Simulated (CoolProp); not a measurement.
Properties of n-pentane along the isobar 101 kPa (Tc = 469.7 K, pc = 3368 kPa, ω = 0.251).

The numbers come from the reference Helmholtz-energy equation of state, Thol 2019 in CoolProp.

```tsv
T (K)	phase	density (kg/m³)	isothermal compressibility (1/MPa)	viscosity (µPa s)
444.5	gas	1.997	10.03	10.1
466.5	gas	1.899	10.01	10.6
488.4	gas	1.811	9.992	11.1
510.3	gas	1.731	9.979	11.5
532.3	gas	1.658	9.968	12.0
554.2	gas	1.591	9.959	12.5
576.1	gas	1.529	9.951	13.0
598.1	gas	1.472	9.945	13.4
620	gas	1.419	9.939	13.9
```

Viscosity comes from a separate model (Quiñones-Cisneros 2006), older than the equation that it now runs on, and unchecked against measurements.
